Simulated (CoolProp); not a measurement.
Vapour-liquid equilibrium of R113 (1) + ethanol (2) at 444.4 K; x and y are mole fractions of (1).

Model: multi-fluid Helmholtz-energy mixture model, Marx 1992 and Schroeder 2014; pair parameters Bell 2016, in CoolProp.

Task: Give the bubble pressure and the first vapour's composition at x = 0.2, 0.8, 0.95. Is there an azeotrope?

Result: x = 0.2: 22.18 bar, y = 0.331; x = 0.8: 22.43 bar, y = 0.716; x = 0.95: 19.19 bar, y = 0.904. y crosses x between x = 0.5 and 0.65: the model has an azeotrope there.

The pair parameters rest on a limited set of measurements; away from them the model extrapolates.
